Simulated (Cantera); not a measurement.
# Adiabatic ignition

An adiabatic, constant-volume homogeneous reactor starts with CH3OH : O2 : N2 = 1 : 2.11 : 7.94 (molar parts), equivalence ratio 0.71, at 1450 K and 0.340 bar.

Computed with Cantera and GRI-Mech 3.0 (53 species, 325 reactions). GRI-Mech 3.0 was tuned for natural gas; its chemistry of methanol as a main component is partial and can be far from experiment.

```tsv
t (s)	T (K)	P (bar)	x CH3OH	x O2	x NO	x CO	x C2H6	x H2O	x NO2
3.00e-6	1450	0.340	0.0905	0.191	<1e-12	3.41e-7	1.62e-12	1.53e-6	<1e-12
6.97e-6	1450	0.340	0.0905	0.191	<1e-12	8.07e-7	1.92e-11	3.81e-6	<1e-12
1.62e-5	1450	0.340	0.0905	0.191	<1e-12	1.89e-6	2.10e-10	9.17e-6	<1e-12
3.76e-5	1450	0.340	0.0904	0.191	<1e-12	4.44e-6	1.93e-9	2.20e-5	<1e-12
8.74e-5	1450	0.340	0.0904	0.191	<1e-12	1.06e-5	1.19e-8	5.51e-5	<1e-12
0.000203	1450	0.340	0.0901	0.191	<1e-12	2.73e-5	3.71e-8	0.000174	<1e-12
0.000472	1453	0.341	0.0885	0.190	<1e-12	0.000129	6.13e-8	0.00106	<1e-12
0.00110	2310	0.601	<1e-12	0.0644	3.95e-5	0.0357	<1e-12	0.124	4.80e-9
0.00254	2685	0.681	<1e-12	0.0578	0.00437	0.0266	<1e-12	0.142	1.40e-6
0.00591	2678	0.679	<1e-12	0.0549	0.0109	0.0265	<1e-12	0.143	3.41e-6
0.0137	2674	0.678	<1e-12	0.0536	0.0139	0.0264	<1e-12	0.143	4.34e-6
0.0319	2674	0.678	<1e-12	0.0535	0.0142	0.0264	<1e-12	0.143	4.41e-6
0.0741	2674	0.678	<1e-12	0.0535	0.0142	0.0264	<1e-12	0.143	4.41e-6
0.172	2674	0.678	<1e-12	0.0535	0.0142	0.0264	<1e-12	0.143	4.41e-6
0.400	2674	0.678	<1e-12	0.0535	0.0142	0.0264	<1e-12	0.143	4.41e-6
```
x: mole fraction; the columns are a selection and need not sum to one.

```
Quantity                                                           Value
---------------------------------  -------------------------------------
time of steepest temperature rise                                1.03 ms
temperature at 0.400 s                                            2674 K
equilibrium temperature                                           2674 K
x(CH3OH) at 0.400 s                <1e-12 (gas-phase equilibrium <1e-12)
x(O2) at 0.400 s                   0.0535 (gas-phase equilibrium 0.0535)
x(NO) at 0.400 s                   0.0142 (gas-phase equilibrium 0.0142)
```
